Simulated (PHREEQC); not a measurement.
Solution (25 °C): 0.16 mol/kgw NaHSO4, 0.00037 mol/kgw Na2SO4 and 0.042 mol/kgw NaCl. Closed to the air; pH follows from the charge balance.

All values are PHREEQC results (Pitzer model, pitzer.dat), not measurements.

Precipitation was switched off in this run.

Question: Estimate the pH, osmotic coefficient, activity of water.

Answer: pH 1.29; osmotic coefficient 0.850; activity of water 0.993.

Question: In which forms is S present?

Answer: HSO4- 53 %, SO4-2 47 % of the S.

Complexes and solids missing from the database can't appear.
